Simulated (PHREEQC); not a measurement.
A PHREEQC input (ion-association model, wateq4f.dat):

```
SOLUTION 1
  temp 333.15
  units mg/L
  pH 7.25
  pe 2.3
  Na 0.223
  K 0.407
  Ca 176
  Mg 27.8
  Cl 168
  S(6) 103 as SO4
  Alkalinity 238 as HCO3
  Li 0.0484
  Ba 0.303
END
USE solution 1
EQUILIBRIUM_PHASES 1
  Quartz 0 0.5
  CO2(g) -2.5 10
END
```

It stops with these messages:

```
WARNING: Maximum iterations exceeded, 100
WARNING: Maximum iterations exceeded, 100
WARNING: The program has failed to converge to a numerical solution.
ERROR:           Alkalinity has not converged. Total: 3.903204e-03	Calculated: 4.047611e-03	Residual: -1.444070e-04
ERROR: Is non-carbonate alkalinity greater than total alkalinity?
ERROR:                   Ba has not converged. Total: 2.207779e-06	Calculated: 2.084747e-06	Residual: 1.230323e-07
ERROR:                   Ca has not converged. Total: 4.394354e-03	Calculated: 4.308956e-03	Residual: 8.539807e-05
ERROR:                   Cl has not converged. Total: 4.742053e-03	Calculated: 4.664458e-03	Residual: 7.759445e-05
ERROR:                    K has not converged. Total: 1.041611e-05	Calculated: 1.024640e-05	Residual: 1.697093e-07
ERROR:                   Li has not converged. Total: 6.980051e-06	Calculated: 6.878550e-06	Residual: 1.015006e-07
ERROR:                   Na has not converged. Total: 9.706883e-06	Calculated: 9.552372e-06	Residual: 1.545104e-07
ERROR:                 S(6) has not converged. Total: 1.072968e-03	Calculated: 9.752191e-04	Residual: 9.774866e-05
ERROR:               A(H2O) Activity of water has not converged. 	Residual: 1.650993e+01
ERROR: Model failed to converge for initial solution  1.
```

Question: What went wrong, and how is it mended?

Answer: The fault: the temperature typed in kelvin. The line should read `temp 60` where the input has `temp 333.15`. With the mend the run ends at pH 8.02 and ionic strength 0.0151 mol/kgw.
